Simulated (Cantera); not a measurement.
## BF₃ + O₂ + NH₃ (boron, boron nitride and boron oxide)

Feed: 1 mol BF₃, 4.5 mol O₂, 0.2 mol NH₃, at 1148.15 K and 17.0 Pa.

These are equilibrium values from Cantera (NASA tables, ideal gas, pure condensed phases), not measurements of a reactor. Candidate condensed phases: B, BN, B₂O₃, B₃O₃H₃, H₂O; 62 gas species. The numbers say what is thermodynamically allowed, not how fast it happens.

```
Item                                     Result
------------------------------------  ---------
x(O₂)                                     0.721
x(BF₃)                                    0.118
x(HF)                                    0.0958
x(BOF)                                   0.0460
x(N₂)                                    0.0166
x(H₂O)                                  0.00173
x(B₃O₃F₃)                              0.000511
x(HBO₂)                                0.000227
x(NO)                                   3.47e-5
gas amount                            6.032 mol
log10 activity of B(s) (absent)          -20.24
log10 activity of B₃O₃H₃(s) (absent)     -47.15
```
